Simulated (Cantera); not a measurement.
Mixture: CH₄ : CO : O₂ : N₂ : CO₂ = 1 : 0.16 : 3.47 : 21.1 : 4.9 (molar parts), at 1000000 Pa, adiabatic and at constant volume. Ignition delay is the time to a rise of 400 K.

Computed with Cantera and GRI-Mech 3.0 (53 species, 325 reactions).

Predict: delay at 1175 K; delay at 1250 K; delay at 1325 K; delay at 1400 K; delay at 1475 K; delay at 1550 K; delay at 1625 K; apparent activation energy between 1475 and 1625 K.


```json
{
 "delay at 1175 K": "10.8 ms",
 "delay at 1250 K": "4.22 ms",
 "delay at 1325 K": "1.79 ms",
 "delay at 1400 K": "0.806 ms",
 "delay at 1475 K": "0.381 ms",
 "delay at 1550 K": "0.187 ms",
 "delay at 1625 K": "96.5 µs",
 "apparent activation energy between 1475 and 1625 K": "180 kJ/mol"
}
```
